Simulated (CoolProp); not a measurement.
Values from CoolProp's reference Helmholtz-energy equation of state, Thol 2019.

Problem. For decamethylcyclopentasiloxane (D5), give the phase and the density (kg/m³), cv (kJ/(kg K)), isothermal compressibility (1/MPa), fugacity coefficient at 170.75 °C and 1540 kPa; 170.75 °C and 2310 kPa; 170.75 °C and 4620 kPa.

Solution. 
- 170.75 °C and 1540 kPa: liquid; density 800, cv 1.69, isothermal compressibility 0.00494, fugacity coefficient 0.0266
- 170.75 °C and 2310 kPa: liquid; density 803, cv 1.69, isothermal compressibility 0.00472, fugacity coefficient 0.0195
- 170.75 °C and 4620 kPa: liquid; density 811, cv 1.69, isothermal compressibility 0.00418, fugacity coefficient 0.0130
